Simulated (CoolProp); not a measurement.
Values from CoolProp's reference Helmholtz-energy equation of state, Lemmon 2004. It is a short technical equation, of lower accuracy than the large ones.

Question: For n-dodecane, give the phase and the conductivity (mW/(m K)), Prandtl number at 397.4 K and 0.0414 MPa; 397.4 K and 0.0699 MPa; 397.4 K and 0.199 MPa.

Answer: 
- 397.4 K and 0.0414 MPa: liquid; conductivity 113, Prandtl number 9.20
- 397.4 K and 0.0699 MPa: liquid; conductivity 113, Prandtl number 9.21
- 397.4 K and 0.199 MPa: liquid; conductivity 113, Prandtl number 9.22

Viscosity comes from a separate model (Huber 2004). Thermal conductivity comes from a separate model (Huber 2004).
